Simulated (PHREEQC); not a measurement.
Arsenic or selenium liquor

Make-up at 70 °C: 0.65 mmol/kgw H2SeO3, 86 mmol/kgw NaOH and 1 mmol/kgw Na3PO4. Closed to the air; pH follows from the charge balance.

All values are PHREEQC results (ion-association model, wateq4f.dat), not measurements.

This is a speciation only: nothing precipitates in the calculation.

Question: Estimate the pH.

Answer: pH 11.62.

Question: In which forms is P present?

Answer: PO4-3 58 %, HPO4-2 39 %, NaHPO4- 2.4 % of the P.

H3PO4, which wateq4f.dat lacks, is added to it with the constant of phreeqc.dat. Away from 25 °C the constants follow the database's enthalpies or fits; those with neither stay at their 25 °C values.
